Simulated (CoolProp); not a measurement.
Vapour-liquid equilibrium of benzene (1) + n-dodecane (2) at 55.05 °C; x and y are mole fractions of (1).

The numbers come from the multi-fluid Helmholtz-energy mixture model, Thol 2012 and Lemmon 2004; pair parameters Bell 2016 in CoolProp.

Problem. Give the bubble pressure and the first vapour's composition at x = 0.05, 0.25, 0.55. Is there an azeotrope?

Solution. x = 0.05: 0.002127 MPa, y = 0.926; x = 0.25: 0.01189 MPa, y = 0.990; x = 0.55: 0.02579 MPa, y = 0.997. No azeotrope shows between x = 0.05 and 0.95.

The pair parameters rest on a limited set of measurements; away from them the model extrapolates. The gap from Raoult's law changes sign with composition, which may be real or a fault of the pair parameters; it wasn't checked against measurements.
